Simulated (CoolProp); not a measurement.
Vapour-liquid equilibrium of R125 (1) + R236FA (2) at 0.00709 MPa; x and y are mole fractions of (1).

Values from CoolProp's multi-fluid Helmholtz-energy mixture model, Lemmon 2005 and Pan 2012; pair parameters Bell 2016.

```csv
x,bubble temperature (K),y at the bubble point,dew temperature at overall composition x (K),liquid density (mol/L)
0.05,214.6,0.433,221.2,10.71
0.15,205.2,0.757,219.7,11.10
0.25,199.4,0.870,218.1,11.44
0.35,195.4,0.921,216.3,11.75
0.45,192.3,0.950,214.3,12.06
0.55,189.9,0.967,211.9,12.37
0.65,187.9,0.979,209.1,12.68
0.75,186.2,0.987,205.5,12.99
0.85,184.8,0.993,200.6,13.31
0.95,183.4,0.998,192.3,13.64
```

No azeotrope shows between x = 0.05 and 0.95.

The pair parameters rest on a limited set of measurements; away from them the model extrapolates.
